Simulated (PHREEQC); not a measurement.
Solution (25 °C): 0.089 mol TMAH and 0.00027 mol KH2PO4 per kg of water. Closed to the air; pH follows from the charge balance.

Model: ion-association model, wateq4f.dat, run in PHREEQC.

Precipitation was switched off in this run.

Task: Predict the pH.

Result: pH 12.83.

Task: In which forms is P present?

Result: PO4-3 91 %, HPO4-2 9.1 % of the P.

Species that the database lacks are ignored. (CH3)4N+ isn't in the database: it is added as a free cation with an ion size of 4 Å. H3PO4, which wateq4f.dat lacks, is added to it with the constant of phreeqc.dat.
